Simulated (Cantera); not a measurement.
# Ignition delay

Mixture: CH₄ : O₂ : N₂ = 0.71 : 5 : 18.8 (molar parts), equivalence ratio 0.28, at 1.68 atm, adiabatic and at constant volume. Ignition delay is the time to a rise of 400 K.

Cantera simulation using GRI-Mech 3.0 (53 species, 325 reactions); the numbers are that mechanism's predictions, not measurements.

| T0 (K) | delay (ms) |
|---|---|
| 1025 | 223 |
| 1075 | 96.8 |
| 1125 | 44.4 |
| 1175 | 21.3 |
| 1225 | 10.6 |
| 1275 | 5.55 |
| 1325 | 3.03 |
| 1375 | 1.73 |

| Item | Result |
|---|---|
| apparent activation energy between 1275 and 1375 K | 170 kJ/mol |
